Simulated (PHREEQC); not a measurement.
## Brine

A solution holds 3.7 mol/kgw K2CO3, 0.21 mol/kgw H3BO3 and 1.4 mol/kgw NaCl, at 20 °C. Closed to the air; pH follows from the charge balance.

Computed with PHREEQC (Pitzer model, pitzer.dat).

Each row changes one thing in this solution. Precipitation was switched off in this run.

| case | pH | ionic strength (mol/kgw) | B(OH)3 (mol/kgw) | B4O5(OH)4-2 (mol/kgw) | SI of Sylvite (KCl) | SI of Halite (NaCl) |
|---|---|---|---|---|---|---|
| as made | 11.37 | 12.3 | 0.00732 | 0.00139 | -0.15 | -1.88 |
| NaCl from 1.4 to 2.8 mol/kgw | 11.33 | 13.7 | 0.00624 | 0.00128 | +0.29 | -1.05 |
| H3BO3 from 0.21 to 0.021 mol/kgw | 12.34 | 12.5 | 8.35e-5 | 1.93e-9 | -0.14 | -1.86 |
| K2CO3 replaced by KOH at the same molality | ? | 5.10 | 5.77e-7 | 4.82e-11 | -0.45 | -1.74 |
| H3BO3 from 0.21 to 0.042 mol/kgw | ? | 12.5 | 0.000312 | ? | -0.14 | -1.86 |

Fill in the missing entries.


- K2CO3 replaced by KOH at the same molality, pH: 15.07
- H3BO3 from 0.21 to 0.042 mol/kgw, pH: 12.06
- H3BO3 from 0.21 to 0.042 mol/kgw, B4O5(OH)4-2 (mol/kgw): 1.08e-7

Some of these states are supersaturated (in Sylvite, for instance). In brines, pH and single-ion activities rest on the MacInnes convention.
